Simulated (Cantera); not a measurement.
Feed: 1 mol SiHCl₃, 4 mol H₂, at 900 K and 54.0 mbar.

Method: chemical equilibrium by Gibbs-energy minimisation in Cantera with the NASA 1993 tables (ideal gas, pure condensed phases). Candidate condensed phases: Si; 19 gas species. The tables' values for SiCl₃ are old estimates; treat these amounts as uncertain. The numbers say what is thermodynamically allowed, not how fast it happens.

Base state: H₂ 0.841, SiCl₄ 0.118, SiHCl₃ 0.0302, HCl 0.00932, SiH₂Cl₂ 0.000734, SiCl₃ 0.000589, SiCl₂ 0.000140 (mole fractions); condensed: Si(s).

What changes in the equilibrium state with this change: H₂ from 4 to 72 mol?


```
species       before     after
----------  --------  --------
H₂             0.841     0.985
SiCl₄          0.118   0.00618
HCl          0.00932   0.00483
SiHCl₃        0.0302   0.00358
SiCl₃       0.000589   6.46e-5
SiCl₂       0.000140   3.22e-5
SiH₂Cl₂     0.000734  0.000197
Si(s), mol     0.220     0.263
```
